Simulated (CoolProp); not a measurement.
Vapour-liquid equilibrium of CH2F2 (R32) (1) + R123 (2) at 0.0137 MPa; x and y are mole fractions of (1).

Computed with CoolProp (multi-fluid Helmholtz-energy mixture model, Tillner-Roth 1997 and Younglove 1994; pair parameters Bell 2016).

| x | bubble temperature (K) | y at the bubble point | dew temperature at overall composition x (K) | liquid density (mol/L) |
|---|---|---|---|---|
| 0.05 | 226.4 | 0.842 | 254.7 | ___ |
| 0.15 | 207.3 | 0.969 | ___ | 12.02 |
| 0.25 | 200.1 | 0.985 | 250.4 | 12.96 |
| 0.35 | 196.4 | 0.991 | 247.9 | 13.95 |
| 0.45 | 194.4 | 0.993 | 245.1 | 15.03 |
| 0.55 | 193.2 | 0.994 | 241.8 | 16.26 |
| 0.65 | 192.3 | 0.995 | 237.9 | 17.67 |
| 0.75 | 191.4 | 0.996 | 232.9 | 19.31 |
| 0.85 | 190.6 | ___ | 225.8 | 21.25 |
| 0.95 | 189.5 | ___ | 212.3 | 23.61 |

Problem. Some entries are withheld; supply them.

Solution. 
- 0.05, liquid density (mol/L): 11.01
- 0.15, dew temperature at overall composition x (K): 252.6
- 0.85, y at the bubble point: 0.997
- 0.95, y at the bubble point: 0.999

No azeotrope shows between x = 0.05 and 0.95.

The pair parameters rest on a limited set of measurements; away from them the model extrapolates. With so large a gap from Raoult's law the liquid may split in two, which this calculation doesn't test in full.
